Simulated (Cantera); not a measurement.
Input: 1 mol SiCl4, 0.098 mol C3H8, 16 mol H2, at 0.133 bar.

Equilibrium computed with Cantera from the NASA thermochemical tables; the gas is ideal and each condensed phase is pure. Candidate condensed phases: C, C6H6, C7H8, C8H18, Si, SiC; 109 gas species. The tables' values for SiCl3, SiCl are old estimates; treat these amounts as uncertain. Gases not in the tables: Si2H6 and higher silanes. Equilibrium is a limit: real reactors are often held back by kinetics, nucleation or transport.

x: gas mole fraction; n: condensed amount in mol.

```csv
T (K),x H2,x HCl,x SiCl2,x H,x SiCl3,x SiCl4,x Cl,n SiC(s)
1500,0.829,0.133,0.0314,4.39e-5,0.00416,0.00175,5.66e-6,0.294
1575,0.825,0.136,0.0343,0.000103,0.00295,0.000667,1.36e-5,0.294
1650,0.823,0.138,0.0358,0.000226,0.00207,0.000262,2.97e-5,0.294
1725,0.822,0.139,0.0366,0.000461,0.00146,0.000109,6.04e-5,0.294
1800,0.821,0.140,0.0371,0.000889,0.00105,4.82e-5,0.000116,0.294
1875,0.820,0.140,0.0373,___,0.000775,___,___,0.294
1950,0.818,0.140,0.0373,___,0.000581,___,___,0.294
2025,0.816,0.140,0.0370,0.00476,0.000442,5.86e-6,0.000609,0.294
2100,0.812,0.141,0.0362,0.00769,0.000340,3.18e-6,0.000984,0.293
2175,0.806,0.143,0.0347,0.0120,0.000263,1.79e-6,0.00155,0.291
```

Question: What belongs in the gaps?

Answer: 
- 1950, x H: 0.00284
- 1950, x SiCl4: 1.12e-5
- 1950, x Cl: 0.000364
- 1875, x H: 0.00163
- 1875, x SiCl4: 2.26e-5
- 1875, x Cl: 0.000210
